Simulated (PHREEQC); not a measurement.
## Nickel, zinc or cadmium bath: an equilibrium model

Dissolve 4.7 mmol/kgw NiCl2, 38 mmol/kgw NaCl, 0.19 mmol/kgw H2SO4 and 1.4 mmol/kgw Na2SO4 at 20 °C. Closed to the air; pH follows from the charge balance.

Computed with PHREEQC (ion-association model, wateq4f.dat).

This is a speciation only: nothing precipitates in the calculation.

Task: What pH does the model give?

Result: pH 3.51.

Task: In which forms is S present?

Result: SO4-2 79 %, NiSO4 12 %, NaSO4- 7.0 %, HSO4- 1.2 % of the S.
